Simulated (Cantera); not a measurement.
An isothermal, constant-pressure homogeneous reactor starts with 74.6 % NO, 25.4 % N2, at 1475 K and 0.987 atm.

Computed with Cantera and GRI-Mech 3.0 (53 species, 325 reactions).

x: mole fraction; the columns are a selection and need not sum to one.

| t (s) | x NO | x NO2 | x N2 | x O | x N2O |
|---|---|---|---|---|---|
| 5.00e-6 | 0.746 | 6.26e-9 | 0.254 | 1.22e-8 | 1.84e-8 |
| 1.99e-5 | 0.746 | 5.34e-8 | 0.254 | 2.00e-8 | 7.34e-8 |
| 7.94e-5 | 0.746 | 2.72e-7 | 0.254 | 2.07e-8 | 2.92e-7 |
| 0.000316 | 0.746 | [?] | 0.254 | 2.11e-8 | [?] |
| 0.00126 | 0.746 | 4.68e-6 | 0.254 | 2.25e-8 | 4.59e-6 |
| 0.00502 | 0.746 | 1.93e-5 | 0.254 | 2.84e-8 | 1.76e-5 |
| 0.0200 | 0.746 | [?] | 0.254 | [?] | [?] |
| 0.0797 | 0.746 | 0.000344 | 0.254 | 1.34e-7 | 0.000147 |
| 0.317 | 0.744 | 0.000597 | 0.255 | 2.05e-7 | 0.000182 |
| 1.26 | 0.737 | 0.000791 | 0.258 | 2.67e-7 | 0.000179 |
| 5.04 | 0.710 | 0.00125 | 0.271 | 4.25e-7 | 0.000166 |
| 20.1 | 0.621 | 0.00196 | 0.316 | 7.39e-7 | 0.000126 |
| 80.0 | 0.415 | 0.00212 | 0.419 | 1.18e-6 | 5.58e-5 |

Task: Fill in the missing entries.

Result: 
- 0.000316, x NO2: 1.15e-6
- 0.000316, x N2O: 1.16e-6
- 0.0200, x NO2: 8.43e-5
- 0.0200, x O: 5.24e-8
- 0.0200, x N2O: 6.07e-5
